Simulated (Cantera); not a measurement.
Charge: 1 mol CS₂, 0.42 mol H₂, 0.69 mol SO₂, held at 2425 K and 17000 Pa.

Equilibrium computed with Cantera from the NASA thermochemical tables; the gas is ideal and each condensed phase is pure. Candidate condensed phases: C, C₆H₆, C₇H₈, C₈H₁₈, H₂O, H₂SO₄, S; 123 gas species. Equilibrium is a limit: real reactors are often held back by kinetics, nucleation or transport.

Base state: S₂ 0.377, CO 0.324, H₂ 0.0916, SO 0.0548, S 0.0472, SH 0.0289, H₂O 0.0241, SO₂ 0.0166 (mole fractions); condensed: gas only.

Task: What changes in the equilibrium state with this change: SO₂ from 0.69 to 0.053 mol?

Result: 
```
species             before     after
----------------  --------  --------
CS                 8.80e-6     0.286
CS₂                8.65e-6     0.194
H₂                  0.0916     0.194
CO                   0.324    0.0569
S₂                   0.377     0.180
SO₂                 0.0166     <1e-9
CO₂                 0.0143   9.35e-9
SO                  0.0548   1.41e-7
H₂O                 0.0241   1.91e-7
H                   0.0131    0.0191
S                   0.0472    0.0326
SH                  0.0289    0.0290
S₂O                0.00174   3.10e-9
OH                0.000656   3.56e-9
C₂H₂ (acetylene)     <1e-9  0.000127
```
